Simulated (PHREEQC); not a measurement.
Make-up at 25 °C: 0.001 mol/kgw LiCl, 8.2e-06 mol/kgw PbCl2, 0.11 mol/kgw KBr and 0.0043 mol/kgw KCl. Closed to the air; pH follows from the charge balance.

The numbers come from PHREEQC with the ion-association model, phreeqc.dat.

Each row changes one thing in this solution. This is a speciation only: nothing precipitates in the calculation.

```csv
case,pH,PbBr+ (mol/kgw),Pb+2 (mol/kgw),PbCl+ (mol/kgw),PbBr2 (mol/kgw),PbOH+ (mol/kgw),SI of Pb(OH)2 (Pb(OH)2),SI of Sylvite (KCl)
as made,6.77,5.34e-6,2.40e-6,1.78e-7,1.53e-7,1.27e-7,-0.68,-4.36
diluted 2-fold with water,6.80,2.25e-6,1.63e-6,7.45e-8,3.70e-8,1.07e-7,-0.70,(withheld)
diluted 5-fold with water,6.84,6.40e-7,8.96e-7,2.10e-8,4.84e-9,7.87e-8,(withheld),-5.65
KBr from 0.11 to 0.055 mol/kgw,6.70,4.42e-6,3.24e-6,2.93e-7,7.21e-8,1.70e-7,-0.60,-4.59
KCl left out,6.77,5.45e-6,2.43e-6,3.47e-8,1.58e-7,1.29e-7,-0.67,-5.09
LiCl left out,6.77,5.36e-6,2.41e-6,1.45e-7,1.54e-7,1.28e-7,-0.68,-4.45
LiCl from 0.001 to 0.005 mol/kgw,6.77,5.23e-6,2.38e-6,3.06e-7,1.49e-7,1.26e-7,-0.68,-4.12
PbCl2 from 8.2e-06 to 1.64e-05 mol/kgw,6.67,1.07e-5,4.82e-6,3.58e-7,3.08e-7,2.01e-7,-0.59,-4.36
```

Some entries are withheld; supply them.


- diluted 2-fold with water, SI of Sylvite (KCl): -4.91
- diluted 5-fold with water, SI of Pb(OH)2 (Pb(OH)2): -0.76
